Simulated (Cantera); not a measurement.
Input (Python, Cantera) and output of one run.

```python
import numpy as np
import cantera as ct

gas_names = [...]  # 109 gases of nasa_gas.yaml made of C, Cl, H, Si
cond_names = """
    C(gr) C6H6(L) C7H8(L) C8H18(L),n-octa Si(cr) Si(L) SiC(b)
""".split()


# ... load() reads the species with a 1 bar reference pressure and builds the phases ...
atoms = {
    'CH3SiCl3': {'C': 1, 'H': 3, 'Si': 1, 'CL': 3},
    'CH4': {'C': 1, 'H': 4},
    'H2': {'H': 2},
    'C2H4': {'C': 2, 'H': 4},
}
top_T = {'C(gr)': 4500, 'SiC(b)': 3050}  # K; cautious upper limits of use, not melting points


# ... equilibrate(T, P, feed) seeds the gas with the atoms and calls Mixture.equilibrate('TP', solver="gibbs", rtol=1e-10, max_steps=50000) ...
results = []
feed = {'CH3SiCl3': 1, 'CH4': 0.055, 'H2': 2.4, 'C2H4': 0.021}  # mol
T = 998.15  # K
P = 100000  # Pa
mix = equilibrate(T, P, feed)
results.append((T, P, feed, dict(zip(mix.species_names, mix.species_moles))))
x = sorted(zip(gas.X, gas.species_names), reverse=True)
print(f"T = {T:g} K  P = {P:g} Pa  gas = {mix.phase_moles(0):.4g} mol")
print("   x: " + "  ".join(f"{s} {v:.3e}" for v, s in x if v > 1e-05))
print("   condensed (mol): " + ("  ".join(f"{mix.phase(i).name} {mix.phase_moles(i):.4g}"
      for i in range(1, mix.n_phases) if mix.phase_moles(i) > 1e-12) or "none"))
```

It prints:

```
T = 998.15 K  P = 100000 Pa  gas = 4.644 mol
   x: H2 7.262e-01  SiCL4 1.352e-01  HCL 7.821e-02  CH4 5.137e-02  SiHCL3 8.717e-03  SiCL3 1.738e-04  SiH2CL2 6.048e-05
   condensed (mol): C(gr) 0.5281  SiC(b) 0.3303
```

Cantera equilibrium calculation (NASA polynomials, part measured and part estimated; ideal gas, pure solids and liquids). The feed counts by its element totals alone. The tables' values for SiCl3 are old estimates; treat these amounts as uncertain.
